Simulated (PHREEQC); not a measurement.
Make-up at 5 °C: 0.029 mol H2SO4, 0.012 mol Na2SO4 and 0.00032 mol NaCl per kg of water. Closed to the air; pH follows from the charge balance.

Equilibrium calculation in PHREEQC: ion-association model, phreeqc.dat.

| quantity | before | after |
|---|---|---|
| pH | 1.50 | 1.20 |
| ionic strength (mol/kgw) | 0.0805 | 0.137 |
| HSO4- (mol/kgw) | 0.0206 | 0.0262 |
| SO4-2 (mol/kgw) | 0.0196 | 0.0143 |
| NaSO4- (mol/kgw) | 0.000823 | 0.000513 |
| SI of Halite (NaCl) | -6.88 | -6.91 |

### Question
Which change was made?
(A) H2SO4 left out
(B) temperature from 5 to 45 °C
(C) temperature from 5 to 35 °C
(D) 0.023 mol/kgw H2SiF6 added
(E) Na2SO4 replaced by NaNO3 at the same molality

### Answer
D, 0.023 mol/kgw H2SiF6 added

No solid was allowed to form. Some of these states are supersaturated (in Quartz (slow to form), Chalcedony (slow to form), for instance). Away from 25 °C the constants follow the database's enthalpies or fits; those with neither stay at their 25 °C values. SiF6-2 is the database's only silicon fluoride.
